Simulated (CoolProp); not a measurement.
Vapour-liquid equilibrium of diethyl ether (1) + ethanol (2) at 10.35 °C; x and y are mole fractions of (1).

Model: multi-fluid Helmholtz-energy mixture model, Thol 2014 and Schroeder 2014; pair parameters Bell 2016, in CoolProp.

Problem. Give the bubble pressure and the first vapour's composition at x = 0.35, 0.5, 0.875. Is there an azeotrope?

Solution. x = 0.35: 0.02553 MPa, y = 0.906; x = 0.5: 0.02923 MPa, y = 0.926; x = 0.875: 0.03622 MPa, y = 0.971. No azeotrope shows between x = 0.05 and 0.95.

Pair parameters are fitted to limited data, so mixtures are less certain than the pure fluids. With so large a gap from Raoult's law the liquid may split in two, which this calculation doesn't test in full.
